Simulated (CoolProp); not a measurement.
Computed with CoolProp (reference Helmholtz-energy equation of state, Kamei 1995).

Q: For R22, give the phase and the density (kg/m³), cp (kJ/(kg K)), conductivity (mW/(m K)), Prandtl number at 382.9 K and 7490 kPa.

A: 
- 382.9 K and 7490 kPa: supercritical; density 731, cp 2.54, conductivity 50.4, Prandtl number 2.47

Viscosity comes from a separate model (Bell 2016), an estimate that may be off by 10 % or more. Thermal conductivity comes from a separate model (McLinden 2000), an estimate that may be off by 10 % or more.
